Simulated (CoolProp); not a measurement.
A simple Rankine cycle with hexamethyldisiloxane (MM): condensing at 290.15 K, boiler at 0.189 MPa, turbine inlet 546.8 K, turbine efficiency 0.85, pump efficiency 0.8, no recuperator. Each further row changes one setting.

Model: reference Helmholtz-energy equation of state, Thol 2016, in CoolProp.

```tsv
case	thermal efficiency (%)	net work (kJ/kg)	heat in (kJ/kg)	turbine exit temperature (K)	volume ratio over the turbine
as stated	…	88.3	692	502.6	48.8
turbine inlet 566.8 K	…	91.7	…	522.0	…
condensing temperature 282.15 K	13.9	97.9	707	…	75.8
boiler pressure 0.132 MPa	…	80.9	…	506.8	34.1
turbine efficiency 0.75	11.3	77.9	692	…	49.3
```

**Question.** Fill in the missing entries.

**Answer.** 
- as stated, thermal efficiency (%): 12.8
- turbine inlet 566.8 K, thermal efficiency (%): 12.5
- turbine inlet 566.8 K, heat in (kJ/kg): 735
- turbine inlet 566.8 K, volume ratio over the turbine: 48.7
- condensing temperature 282.15 K, turbine exit temperature (K): 497.8
- boiler pressure 0.132 MPa, thermal efficiency (%): 11.7
- boiler pressure 0.132 MPa, heat in (kJ/kg): 693
- turbine efficiency 0.75, turbine exit temperature (K): 507.7
